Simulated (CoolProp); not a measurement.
CH2F2 (R32) at 255.14 K and 2.95 MPa flows at 0.083 m/s in a round tube of 25 mm bore and 0.25 µm roughness, fully developed (64/Re and Nu = 3.66 if laminar; Colebrook and Gnielinski if turbulent). Each further row changes one setting.

Values from CoolProp's reference Helmholtz-energy equation of state, Tillner-Roth 1997.

```tsv
case	Reynolds number	Darcy friction factor	pressure drop (Pa/m)	heat-transfer coefficient (W/(m² K))	mass flow (kg/h)
as stated	11800	0.0296	4.57	367	164
velocity 0.166 m/s	23700	0.0249	15.4	662	329
diameter 50 mm	23700	0.0249	1.92	331	658
```

Viscosity comes from a separate model (Bell 2016), an estimate that may be off by 10 % or more. Thermal conductivity comes from a separate model (Huber 2003), an estimate that may be off by 10 % or more.
